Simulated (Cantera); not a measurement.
Input: 1 mol Fe₂O₃, 4.9 mol Cl₂, 2.7 mol H₂, held at 0.0100 bar.

These are equilibrium values from Cantera (NASA tables, ideal gas, pure condensed phases), not measurements of a reactor. Candidate condensed phases: Fe, FeCl₂, FeCl₃, FeO, Fe(OH)₂, Fe(OH)₃, Fe₂O₃, Fe₃O₄, H₂O; 22 gas species. The numbers say what is thermodynamically allowed, not how fast it happens. All values below are at 925 K.

Base state: HCl 0.693, Cl₂ 0.275, FeCl₃ 0.0155, H₂O 0.00902, O₂ 0.00737, Cl 0.000606, FeCl₂ 0.000357, Fe₂Cl₆ 1.78e-5 (mole fractions); condensed: Fe₂O₃(s).

What changes in the equilibrium state with this change: Fe₂O₃ replaced by Al₂O₃?


| species | before | after |
|---|---|---|
| HCl | 0.693 | 0.710 |
| Cl₂ | 0.275 | 0.289 |
| Cl | 0.000606 | 0.000622 |
| FeCl₃ | 0.0155 | 0 |
| AlCl₃ | 0 | 4.97e-5 |
| FeCl₂ | 0.000357 | 0 |
| Fe₂Cl₆ | 1.78e-5 | 0 |
| Fe₂O₃(s), mol | 0.940 | 0 |
| Al₂O₃(s), mol | 0 | 1.000 |
Condensed phases not in the tables: AlOCl. Further candidate phases: Al, AlCl₃, Al₂O₃.
